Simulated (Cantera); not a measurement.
Charge: 1 mol CCl4, 0.29 mol H2, equilibrated at 0.0100 bar.

Equilibrium computed with Cantera from the NASA thermochemical tables; the gas is ideal and each condensed phase is pure. Candidate condensed phases: C, C6H6, C7H8, C8H18; 91 gas species. Rates play no part. All values below are at 1875 K.

Base state: Cl 0.816, HCl 0.150, Cl2 0.0339 (mole fractions); condensed: C(graphite).

Question: What changes in the equilibrium state with this change: H2 from 0.29 to 6.5 mol?

Answer: 
```
species            before     after
----------------  -------  --------
H2                8.31e-7     0.526
HCl                 0.150     0.466
H                 5.98e-6   0.00476
Cl                  0.816   0.00318
Cl2                0.0339   5.16e-7
C2H2 (acetylene)    <1e-9  0.000167
C(graphite), mol    1.000     0.997
```
